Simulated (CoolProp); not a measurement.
Vapour-liquid equilibrium of isopentane (1) + R365MFC (2) at 370.6 K; x and y are mole fractions of (1).

Model: multi-fluid Helmholtz-energy mixture model, Lemmon 2006 and Lemmon 2016; pair parameters Bell 2016, in CoolProp.

```csv
x,bubble pressure (MPa),y at the bubble point,dew pressure at overall composition x (MPa),liquid density (mol/L)
0.05,0.6073,0.121,0.5739,7.272
0.2,0.7271,0.342,0.6481,7.163
0.35,0.7933,0.466,0.7318,7.084
0.5,0.8245,0.553,0.8079,7.050
0.65,0.8304,0.633,0.8286,7.072
0.8,0.8078,0.731,0.7799,7.159
0.95,0.7310,0.903,0.7076,7.305
```

y crosses x between x = 0.5 and 0.65: the model has an azeotrope there.

The pair parameters rest on a limited set of measurements; away from them the model extrapolates.
